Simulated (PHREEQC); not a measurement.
Make-up at 70 °C: 0.067 mol/kgw H2SO4 and 0.0018 mol/kgw FeSO4. Closed to the air; pH follows from the charge balance.

All values are PHREEQC results (ion-association model, phreeqc.dat), not measurements.

```json
{
  "pH": "1.22",
  "ionic_strength": "0.0836 mol/kgw",
  "specific_conductance": "54200 µS/cm",
  "density": "0.982 g/cm³",
  "total_alkalinity": "-134 meq/kg"
}
```

```
species  molality  activity   log γ
-------  --------  --------  ------
H+         0.0728    0.0597  -0.086
HSO4-      0.0609    0.0471  -0.111
SO4-2     0.00719   0.00263  -0.438
Fe+2      0.00109  0.000426  -0.408
FeSO4    0.000399  0.000407   0.008
FeHSO4+  0.000312  0.000241  -0.111
```

This is a speciation only: nothing precipitates in the calculation. Away from 25 °C the constants follow the database's enthalpies or fits; those with neither stay at their 25 °C values.
